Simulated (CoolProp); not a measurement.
Vapour-liquid equilibrium of acetone (1) + toluene (2) at 432.8 K; x and y are mole fractions of (1).

Model: multi-fluid Helmholtz-energy mixture model, Lemmon 2006 and Lemmon 2006; pair parameters Bell 2016, in CoolProp.

| x | bubble pressure (MPa) | y at the bubble point | dew pressure at overall composition x (MPa) | liquid density (mol/L) |
|---|---|---|---|---|
| 0.05 | 0.4116 | 0.194 | 0.3567 | 7.973 |
| 0.125 | 0.5078 | 0.376 | 0.3833 | 8.118 |
| 0.2 | 0.5951 | 0.495 | 0.4140 | 8.268 |
| 0.275 | 0.6756 | 0.580 | 0.4497 | 8.424 |
| 0.35 | 0.7514 | 0.647 | 0.4914 | 8.587 |
| 0.425 | 0.8239 | 0.702 | 0.5408 | 8.756 |
| 0.5 | 0.8945 | 0.750 | 0.5996 | 8.934 |
| 0.575 | 0.9640 | 0.793 | 0.6701 | 9.120 |
| 0.65 | 1.034 | 0.833 | 0.7549 | 9.314 |
| 0.725 | 1.104 | 0.870 | 0.8563 | 9.519 |
| 0.8 | 1.175 | 0.906 | 0.9757 | 9.735 |
| 0.875 | 1.248 | 0.942 | 1.113 | 9.963 |
| 0.95 | 1.323 | 0.977 | 1.266 | 10.20 |

No azeotrope shows between x = 0.05 and 0.95.

The pair parameters rest on a limited set of measurements; away from them the model extrapolates.
